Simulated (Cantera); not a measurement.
What does this Cantera script print?

```python
import numpy as np
import cantera as ct

gas_names = [...]  # 114 gases of nasa_gas.yaml made of C, Fe, H, O
cond_names = """
    C(gr) C6H6(L) C7H8(L) C8H18(L),n-octa Fe(a) Fe(c) Fe(d) Fe(L) FeC5O5(L) FeO(s) FeO(L) Fe(OH)2(s)
    Fe(OH)3(s) Fe2O3(s) Fe3O4(s) H2O(s) H2O(L)
""".split()


# ... load() reads the species with a 1 bar reference pressure and builds the phases ...
atoms = {
    'Fe(CO)5': {'Fe': 1, 'C': 5, 'O': 5},
    'CO': {'C': 1, 'O': 1},
    'H2': {'H': 2},
}
top_T = {'C(gr)': 4500, 'Fe2O3(s)': 1830, 'Fe3O4(s)': 1870}  # K; cautious upper limits of use, not melting points


# ... equilibrate(T, P, feed) seeds the gas with the atoms and calls Mixture.equilibrate('TP', solver="vcs", rtol=1e-11, max_steps=5000) ...
results = []
feed = {'Fe(CO)5': 1, 'CO': 3.8, 'H2': 15}  # mol
T = 1648  # K
P = 13  # Pa
mix = equilibrate(T, P, feed)
results.append((T, P, feed, dict(zip(mix.species_names, mix.species_moles))))
x = sorted(zip(gas.X, gas.species_names), reverse=True)
print(f"T = {T:g} K  P = {P:g} Pa  gas = {mix.phase_moles(0):.4g} mol")
print("   x: " + "  ".join(f"{s} {v:.3e}" for v, s in x if v > 1e-06))
print("   condensed (mol): " + ("  ".join(f"{mix.phase(i).name} {mix.phase_moles(i):.4g}"
      for i in range(1, mix.n_phases) if mix.phase_moles(i) > 1e-12) or "none"))
```

It prints:

```
T = 1648 K  P = 13 Pa  gas = 24.36 mol
   x: H2 6.126e-01  CO 3.612e-01  Fe 2.007e-02  H 6.113e-03
   condensed (mol): Fe(c) 0.5111
```

Method: chemical equilibrium by Gibbs-energy minimisation in Cantera with the NASA 1993 tables (ideal gas, pure condensed phases).
